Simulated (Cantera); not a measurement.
An adiabatic, constant-volume homogeneous reactor starts with CH₄ : C₂H₆ : O₂ : N₂ : CO₂ = 1 : 0.032 : 4.31 : 16.2 : 1 (molar parts), equivalence ratio 0.49, at 1375 K and 2300000 Pa.

Model: GRI-Mech 3.0 (53 species, 325 reactions), integrated in Cantera. The pressure lies above the range GRI-Mech 3.0 was tuned for (to about 10 atm).

Question: Predict: time of steepest temperature rise; temperature at 4.00 s; equilibrium temperature; x(O₂) at 4.00 s; x(H₂) at 4.00 s; x(OH) at 4.00 s.

Answer: 
| Item | Result |
|---|---|
| time of steepest temperature rise | 0.151 ms |
| temperature at 4.00 s | 2496 K |
| equilibrium temperature | 2496 K |
| x(O₂) at 4.00 s | 0.0896 (gas-phase equilibrium 0.0896) |
| x(H₂) at 4.00 s | 0.000273 (gas-phase equilibrium 0.000273) |
| x(OH) at 4.00 s | 0.00432 (gas-phase equilibrium 0.00432) |
